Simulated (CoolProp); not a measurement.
Aqueous potassium formate as a coolant, 39 % by mass, freezing at -33.4 °C, 1 atm.

Values from CoolProp's Melinder's fits for secondary coolants.

```csv
T (°C),cp (kJ/(kg K)),Prandtl number,viscosity (mPa s),density (kg/m³)
-15.2,2.840,30.7,5.16,1268
-9.3,[?],24.5,4.18,1266
-3.3,2.861,20.0,[?],[?]
2.6,2.871,[?],2.92,1262
8.5,2.882,[?],2.51,1259
14.5,2.892,12.4,[?],1257
20.4,2.903,10.9,[?],1254
26.4,2.914,9.62,1.74,1252
32.3,2.925,8.60,1.57,1249
38.2,2.937,[?],1.42,1246
```

Q: Fill in the missing entries.

A: 
- -9.3, cp (kJ/(kg K)): 2.850
- -3.3, viscosity (mPa s): 3.45
- -3.3, density (kg/m³): 1264
- 2.6, Prandtl number: 16.8
- 8.5, Prandtl number: 14.3
- 14.5, viscosity (mPa s): 2.20
- 20.4, viscosity (mPa s): 1.95
- 38.2, Prandtl number: 7.72
